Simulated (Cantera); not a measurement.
**Ignition delay**

Mixture: C3H8 : O2 : N2 = 1 : 10.6 : 40 (molar parts), at 7500 Torr, adiabatic and at constant volume. Ignition delay is the time to a rise of 400 K.

Detailed kinetics in Cantera: GRI-Mech 3.0 (53 species, 325 reactions). GRI-Mech 3.0 was tuned for natural gas; its chemistry of propane as a main component is partial and can be far from experiment.

```json
[
 {"T0 (K)": "1123", "delay (ms)": "5.74"},
 {"T0 (K)": "1223", "delay (ms)": "0.952"},
 {"T0 (K)": "1323", "delay (ms)": "0.183"},
 {"T0 (K)": "1423", "delay (ms)": "0.0449"},
 {"T0 (K)": "1523", "delay (ms)": "0.0145"},
 {"T0 (K)": "1623", "delay (ms)": "0.00598"},
 {"T0 (K)": "1723", "delay (ms)": "0.00302"}
]
```

apparent activation energy between 1523 and 1723 K: 170 kJ/mol
